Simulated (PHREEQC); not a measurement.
Dissolve 0.28 mol Cs2SO4 per kg of water at 25 °C. Closed to the air; pH follows from the charge balance.

The numbers come from PHREEQC with the ion-association model, wateq4f.dat.

Each row changes one thing in this solution. This is a speciation only: nothing precipitates in the calculation.

```csv
case,pH,ionic strength (mol/kgw)
as made,7.35,0.840
Cs2SO4 from 0.28 to 0.14 mol/kgw,7.29,0.420
0.16 mol/kgw H2SO4 added,___,___
diluted 100-fold with water,7.04,___
0.016 mol/kgw Na2CO3 added,10.85,___
0.078 mol/kgw TMAH added,12.67,0.918
Cs2SO4 replaced by NiSO4 at the same molality,5.94,0.492
```

Fill in the missing entries.


- 0.16 mol/kgw H2SO4 added, pH: 1.29
- 0.16 mol/kgw H2SO4 added, ionic strength (mol/kgw): 0.818
- diluted 100-fold with water, ionic strength (mol/kgw): 0.00840
- 0.016 mol/kgw Na2CO3 added, ionic strength (mol/kgw): 0.872

The ionic strength passes 0.7 mol/kgw, the rough limit of the ion-association models, in as made; 0.16 mol/kgw H2SO4 added; 0.016 mol/kgw Na2CO3 added; 0.078 mol/kgw TMAH added. Complexes and solids missing from the database can't appear.
